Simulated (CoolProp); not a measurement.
Vapour-liquid equilibrium of fluoroethane (R161) (1) + R227EA (2) at -70.55 °C; x and y are mole fractions of (1).

Computed with CoolProp (multi-fluid Helmholtz-energy mixture model, Wu 2012 and Lemmon 2016; pair parameters Bell 2016).

```
x     bubble pressure, mixture model (MPa)  bubble pressure, Raoult's law (MPa)  y, mixture model  y, Raoult's law
----  ------------------------------------  -----------------------------------  ----------------  ---------------
0.05                              0.004538                             0.005062             0.072            0.165
0.2                               0.005311                             0.006895             0.368            0.484
0.35                              0.006917                             0.008727             0.641            0.668
0.5                               0.009109                              0.01056             0.812            0.789
0.65                               0.01150                              0.01239             0.906            0.874
0.8                                0.01380                              0.01423             0.958            0.937
0.95                               0.01597                              0.01606             0.991            0.986
```

The largest gap from Raoult's law is -23.0 % in bubble pressure, at x = 0.2. No azeotrope shows between x = 0.05 and 0.95.

Pair parameters are fitted to limited data, so mixtures are less certain than the pure fluids.
